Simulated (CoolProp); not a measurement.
Vapour-liquid equilibrium of R125 (1) + R245fa (2) at -67.65 °C; x and y are mole fractions of (1).

Values from CoolProp's multi-fluid Helmholtz-energy mixture model, Lemmon 2005 and Akasaka 2015; pair parameters Bell 2016.

```csv
x,bubble pressure (kPa),y at the bubble point,dew pressure at overall composition x (kPa),liquid density (mol/L)
0.05,2.885,0.776,0.7116,11.76
0.2,8.756,0.937,0.8427,11.99
0.35,13.91,0.967,1.033,12.23
0.5,18.71,0.980,1.335,12.46
0.65,23.40,[?],1.884,12.69
0.8,28.14,[?],3.202,12.91
0.95,33.06,[?],[?],13.12
```

**Question.** Fill in the missing entries.

**Answer.** 
- 0.65, y at the bubble point: 0.988
- 0.8, y at the bubble point: 0.994
- 0.95, y at the bubble point: 0.999
- 0.95, dew pressure at overall composition x (kPa): 10.50

No azeotrope shows between x = 0.05 and 0.95.

Pair parameters are fitted to limited data, so mixtures are less certain than the pure fluids.
